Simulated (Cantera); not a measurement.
A diamond (100) surface in a fixed gas of H2 with x(CH4) = 0.023, x(CH3) = 1.9e-05, at 950 K, 0.0148 atm; coverages are run to steady state.

Model: the Harris–Goodwin 1993 mechanism for the reconstructed diamond (100) surface, integrated in Cantera.

One state of this run: growth (µm/h) = 0.0591; θ c6HH = 0.628; θ c6H* = 0.0133; θ c6*H = 0.316; θ c6** = 0.00510; θ c6HM = 0.0289. θ: site fractions in the mechanism's names (c6HH fully hydrogenated, c6H* and c6*H radical sites, c6** diradical, c6HM methylated).

**Question.** Which value of x(H) does it belong to?
(A) 0.052
(B) 0.011
(C) 0.00048
(D) 0.00022

**Answer.** D, 0.00022
